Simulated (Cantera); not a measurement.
Input: 1 mol C₂H₆, 0.084 mol O₂, 26 mol H₂, equilibrated at 93.0 mbar.

Method: chemical equilibrium by Gibbs-energy minimisation in Cantera with the NASA 1993 tables (ideal gas, pure condensed phases). Candidate condensed phases: C, C₆H₆, C₇H₈, C₈H₁₈, H₂O; 110 gas species. The numbers say what is thermodynamically allowed, not how fast it happens.

Question: Which condensed phases are stable at each of these points (T (K)): 773, 873, 973, 1073, 1173, 1273, 1373, 1473, 1573, 1673, 1773, 1873, 1973?

Answer: 
| T (K) | condensed phases | C condensed (%) |
|---|---|---|
| 773 | gas only | 0.0 |
| 873 | C(graphite) | 40.4 |
| 973 | C(graphite) | 75.4 |
| 1073 | C(graphite) | 85.6 |
| 1173 | C(graphite) | 89.0 |
| 1273 | C(graphite) | 90.4 |
| 1373 | C(graphite) | 90.9 |
| 1473 | C(graphite) | 91.2 |
| 1573 | C(graphite) | 91.3 |
| 1673 | C(graphite) | 91.3 |
| 1773 | C(graphite) | 91.1 |
| 1873 | C(graphite) | 90.6 |
| 1973 | C(graphite) | 89.7 |

At 773 K nothing is condensed. From 873 K to 1973 K the condensed part is C(graphite).
